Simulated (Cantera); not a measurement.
Input: 1 mol Si3N4, 28 mol H2, at 0.0220 bar.

Method: chemical equilibrium by Gibbs-energy minimisation in Cantera with the NASA 1993 tables (ideal gas, pure condensed phases). Candidate condensed phases: Si, Si3N4; 18 gas species. The tables' values for SiN are old estimates; treat these amounts as uncertain. Gases not in the tables: Si2H6 and higher silanes. Equilibrium is a limit: real reactors are often held back by kinetics, nucleation or transport.

**Question.** At 2073 K, list the 7 most abundant gas species with their mole fractions, and the condensed phases.

**Answer.** H2 0.912, N2 0.0657, H 0.0169, Si 0.00453, SiH 0.000369, SiH2 0.000145, Si2 5.56e-5. Condensed: Si(l).
